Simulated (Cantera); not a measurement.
A freely propagating, adiabatic, planar premixed flame of H₂ : O₂ : N₂ : H₂O = 1 : 0.417 : 1.57 : 0.24 (molar parts), unburnt at 575 K and 7.60 atm; mixture-averaged transport, grid criteria slope 0.08 and curve 0.16, no radiation.

Detailed kinetics in Cantera: the H2/O2 subset of GRI-Mech 3.0, which has no nitrogen chemistry. The hydrogen kinetics of GRI-Mech 3.0 are dated; newer H2 mechanisms differ, most at raised pressure. Burning velocities carry a grid error of a few per cent, more on coarse grids.

Q: What does this change do: inlet temperature 575 to 423 K?

A: 
```
quantity                     before      after
------------------------  ---------  ---------
laminar burning velocity   529 cm/s   281 cm/s
thermal thickness         0.0325 mm  0.0314 mm
peak x(O)                   0.00359    0.00259
peak x(H)                    0.0235     0.0177
peak x(HO₂)                 0.00149    0.00156
```
